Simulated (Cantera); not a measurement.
A perfectly stirred reactor is fed with C2H6 : N2 = 1 : 5.4 (molar parts), at 0.109 atm; it is held at 1173 K, and followed from long to short residence time.

Detailed kinetics in Cantera: GRI-Mech 3.0 (53 species, 325 reactions). GRI-Mech 3.0 stops at C3 and has no aromatics, soot or wall deposition, so with more carbon than oxygen in the feed, carbon stays in small species such as C2H2 where larger ones or solid carbon would form.

| quantity | before | after |
|---|---|---|
| x(C2H6) at τ = 0.320 s | 0.0269 | 0.0159 |
| x(CH3) at τ = 0.320 s | 2.41e-5 | 5.17e-6 |
| x(H2) at τ = 0.320 s | 0.109 | 0.117 |
| x(H) at τ = 0.320 s | 3.86e-6 | 1.09e-6 |
| x(CH4) at τ = 0.320 s | 0.0197 | 0.0211 |
| x(C2H6) at τ = 12.0 ms | 0.139 | 0.110 |
| x(CH3) at τ = 12.0 ms | 4.78e-5 | 1.25e-5 |
| x(H2) at τ = 12.0 ms | 0.0137 | 0.0369 |
| x(H) at τ = 12.0 ms | 2.40e-6 | 1.09e-6 |
| x(CH4) at τ = 12.0 ms | 0.00166 | 0.00377 |

Question: What was changed between the two runs?
(A) N2 5.4 to 31 parts
(B) pressure from 0.109 atm to 0.849 atm
(C) N2 5.4 to 0.86 parts
(D) temperature 1173 to 1550 K

Answer: B, pressure from 0.109 atm to 0.849 atm
